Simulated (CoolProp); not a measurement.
n-nonane at several states: density (kg/m³) from the reference equation and from simpler models built on Tc = 321.4 °C, pc = 2282 kPa, ω = 0.443; each cubic takes its own stable root.

Model: reference Helmholtz-energy equation of state, Lemmon 2006, in CoolProp. It is a short technical equation, of lower accuracy than the large ones.

```csv
T (°C),p (kPa),phase,reference,van der Waals,Redlich-Kwong,Soave-Redlich-Kwong
40.65,4000,liquid,705.3,391.9,573.4,596.1
235.45,94.5,gas,2.944,2.919,2.932,2.939
69.35,74.2,liquid,678.7,3.465,547.3,576.2
-42.55,28.8,liquid,767.4,410.9,612.6,628.6
119.85,2480,liquid,640.4,359.4,518.6,548.7
```

At some of these states van der Waals gives the other phase, because its saturation line lies elsewhere.
